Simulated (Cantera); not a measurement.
## NO annealing gas

A perfectly stirred reactor is fed with 16.7 % NO, 83.3 % N2, at 1.00 atm; it is held at 2100 K, and followed from long to short residence time.

Detailed kinetics in Cantera: GRI-Mech 3.0 (53 species, 325 reactions).

| τ (s) | x NO | x O | x O2 | x NO2 | x N2O | x N2 |
|---|---|---|---|---|---|---|
| 18 | 0.0122 | 0.000386 | 0.0770 | 1.09e-5 | 4.43e-7 | 0.910 |
| 6.8 | 0.0196 | 0.000377 | 0.0733 | 1.71e-5 | 5.44e-7 | 0.907 |
| 2.6 | 0.0349 | 0.000358 | 0.0656 | 2.90e-5 | 9.19e-7 | 0.899 |
| 0.99 | 0.0633 | 0.000320 | 0.0514 | 4.68e-5 | 2.21e-6 | 0.885 |
| 0.38 | 0.102 | 0.000258 | 0.0320 | 6.05e-5 | 5.30e-6 | 0.865 |
| 0.14 | 0.138 | 0.000184 | 0.0144 | 5.75e-5 | 9.49e-6 | 0.848 |
| 0.055 | 0.155 | 0.000133 | 0.00569 | 4.62e-5 | 1.21e-5 | 0.839 |
| 0.021 | 0.162 | 0.000104 | 0.00206 | 3.72e-5 | 1.32e-5 | 0.835 |
| 0.0080 | 0.165 | 8.78e-5 | 0.000721 | 3.18e-5 | 1.35e-5 | 0.834 |
| 0.0030 | 0.166 | 7.46e-5 | 0.000225 | 2.71e-5 | 1.31e-5 | 0.834 |
| 0.0012 | 0.166 | 5.68e-5 | 6.04e-5 | 2.06e-5 | 1.20e-5 | 0.833 |
x: mole fraction; the columns are a selection and need not sum to one.
